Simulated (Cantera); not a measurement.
What does this Cantera script print?

```python
import numpy as np
import cantera as ct

gas = ct.Solution("gri30.yaml")
gas.TPX = 1325, 1000000, {'CO': 0.0039, 'O2': 0.027, 'H2O': 0.011, 'N2': 1}
inlet = ct.Reservoir(gas, clone=True)

reactor = ct.IdealGasConstPressureReactor(gas, energy="off", clone=False)
exhaust = ct.Reservoir(gas, clone=True)
tau = [0.89, 0.36, 0.15, 0.06, 0.024, 0.0098, 0.004, 0.0016, 0.00066][0]
for a, b in ((inlet, reactor), (reactor, exhaust)):
    ct.MassFlowController(a, b, mdot=lambda t: reactor.mass / tau)
net = ct.ReactorNet([reactor])
show = ['CO', 'O2', 'H2O', 'H2', 'N2O', 'O']

rows = []
print(f"{'tau/s':>10s}{'T/K':>9s}" + "".join(f"{s:>11s}" for s in show))
for tau in [0.89, 0.36, 0.15, 0.06, 0.024, 0.0098, 0.004, 0.0016, 0.00066]:
    net.initial_time = 0.0
    net.advance(30 * tau)
    before = gas.X
    net.advance(40 * tau)
    drift = np.max(np.abs(gas.X - before) / (gas.X + 1e-9))
    rows.append([gas.T, *gas[show].X, drift])
    print(f"{tau:10.3e}{gas.T:9.1f}" + "".join(f"{x:11.3e}" for x in gas[show].X))
```

It prints:

```
     tau/s      T/K         CO         O2        H2O         H2        N2O          O
 8.900e-01   1325.0  3.411e-05  2.410e-02  1.057e-02  1.385e-07  4.439e-07  1.649e-07
 3.600e-01   1325.0  7.023e-05  2.412e-02  1.057e-02  2.733e-07  6.906e-07  2.845e-07
 1.500e-01   1325.0  1.410e-04  2.415e-02  1.057e-02  5.345e-07  9.973e-07  5.025e-07
 6.000e-02   1325.0  2.867e-04  2.422e-02  1.057e-02  1.074e-06  1.283e-06  9.409e-07
 2.400e-02   1325.0  5.578e-04  2.436e-02  1.057e-02  2.085e-06  1.366e-06  1.760e-06
 9.800e-03   1325.0  9.985e-04  2.457e-02  1.056e-02  3.730e-06  1.201e-06  3.103e-06
 4.000e-03   1325.0  1.628e-03  2.487e-02  1.055e-02  5.968e-06  8.852e-07  5.001e-06
 1.600e-03   1325.0  2.374e-03  2.524e-02  1.055e-02  8.097e-06  5.392e-07  7.107e-06
 6.600e-04   1325.0  3.009e-03  2.555e-02  1.054e-02  8.568e-06  2.756e-07  8.463e-06
```

Computed with Cantera and GRI-Mech 3.0 (53 species, 325 reactions).
